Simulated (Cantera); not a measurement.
Feed: 1 mol Fe2O3, 3.1 mol CH4, 5.1 mol N2, equilibrated at 1575 K and 225 Torr.

Cantera equilibrium calculation (NASA polynomials, part measured and part estimated; ideal gas, pure solids and liquids). Candidate condensed phases: C, C6H6, C7H8, C8H18, Fe, Fe(CO)5, FeO, Fe(OH)2, Fe(OH)3, Fe2O3, Fe3O4, H2O; 140 gas species. Iron dissolves carbon and melts from about 1420 K in contact with it, which pure phases cannot show. Condensed phases not in the tables: cementite and carbon dissolved in iron. Rates play no part.

Base state: H2 0.433, N2 0.356, CO 0.210, HCN 0.000687, CH4 0.000102, H 4.99e-5, H2O 2.80e-5, HNC 1.46e-5 (mole fractions); condensed: C(graphite) + Fe(γ).

Problem. What changes in the equilibrium state with this change: temperature from 1575 K to 2525 K?

Solution. 
```
species             before     after
----------------  --------  --------
H2                   0.433     0.356
N2                   0.356     0.305
CO                   0.210     0.181
Fe                 2.28e-6     0.121
H                  4.99e-5    0.0305
CN                   <1e-9   2.59e-5
CH4               0.000102   1.12e-6
HNC                1.46e-5  0.000608
C2H2 (acetylene)   9.14e-6  0.000177
H2O                2.80e-5   2.18e-6
C(graphite), mol    0.0887         0
Fe(γ), mol            2.00         0
```

Problem. What changes in the equilibrium state with this change: temperature from 1575 K to 1125 K?

Solution. 
| species | before | after |
|---|---|---|
| H2 | 0.433 | 0.430 |
| N2 | 0.356 | 0.358 |
| CO | 0.210 | 0.207 |
| H | 4.99e-5 | 5.32e-8 |
| HNC | 1.46e-5 | 4.01e-8 |
| C(graphite), mol | 0.0887 | 0.112 |
| Fe(γ), mol | 2.00 | 0 |
| Fe(α), mol | 0 | 2.00 |
